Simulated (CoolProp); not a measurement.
Vapour-liquid equilibrium of propylene (1) + R114 (2) at 44.45 °C; x and y are mole fractions of (1).

Values from CoolProp's multi-fluid Helmholtz-energy mixture model, Lemmon 2013 and Platzer 1990; pair parameters Bell 2016. This equation is an older, rougher fit; its heat capacities, sound speeds and derivatives of the liquid may be far off and weren't checked against measurements.

Question: Give the bubble pressure and the first vapour's composition at x = 0.2, 0.35, 0.5. Is there an azeotrope?

Answer: x = 0.2: 722.5 kPa, y = 0.527; x = 0.35: 958.6 kPa, y = 0.684; x = 0.5: 1171 kPa, y = 0.779. No azeotrope shows between x = 0.05 and 0.95.

The pair parameters rest on a limited set of measurements; away from them the model extrapolates.
